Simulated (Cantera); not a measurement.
A closed system holds: 1 mol Ta2O5, 9.1 mol CO, 9 mol H2, at 2150 °C and 8.70 mbar.

Equilibrium computed with Cantera from the NASA thermochemical tables; the gas is ideal and each condensed phase is pure. Candidate condensed phases: C, C6H6, C7H8, C8H18, H2O, Ta, TaC, Ta2O5; 113 gas species. Equilibrium is a limit: real reactors are often held back by kinetics, nucleation or transport.

Base state: CO 0.462, H2 0.390, H 0.119, TaO2 0.0175, H2O 0.00841, CO2 0.00166, TaO 0.00127, OH 0.000484 (mole fractions); condensed: Ta2O5(l).

**Question.** What changes in the equilibrium state with this change: Ta2O5 replaced by TiO2?

**Answer.** 
```csv
species,before,after
CO,0.462,0.467
H2,0.390,0.390
H,0.119,0.119
TaO2,0.0175,0
H2O,0.00841,0.0144
TiO,0,0.00287
TiO2,0,0.00252
TaO,0.00127,0
Ti,0,1.00e-5
"Ta2O5(l), mol",0.816,0
"Ti3O5(l), mol",0,0.298
```
Further candidate phases: Ti, TiC, TiO, TiO2, Ti2O3, Ti3O5, Ti4O7.
